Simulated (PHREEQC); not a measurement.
Model water analysis in mg/L, 40 °C, pH 2.77, pe 12.7: Na 45.8; K 20.1; Ca 224; Mg 302; Cl 434; S(6) as SO4 1440; Si as SiO2 2.79; Al 0.169; Li 1.22; Fe(3) 7.16.

Valence states are taken as typed.

Computed with PHREEQC (ion-association model, wateq4f.dat).

This is a speciation only: nothing precipitates in the calculation.

Order these Al species by the share of Al that they hold, largest first: Al(SO4)2-, AlOH+2, Al+3, AlSO4+.

AlSO4+ (72 %), Al+3 (19 %), Al(SO4)2- (8.7 %), AlOH+2 (0.14 %)

The pH is 2.77 and the ionic strength 0.0487 mol/kgw. Saturation is exceeded, for instance for Jarosite-K, Hematite (slow to form); the values hold only as long as no solid forms. At this temperature some constants are extrapolated from 25 °C, and those without enthalpy data are left unchanged.
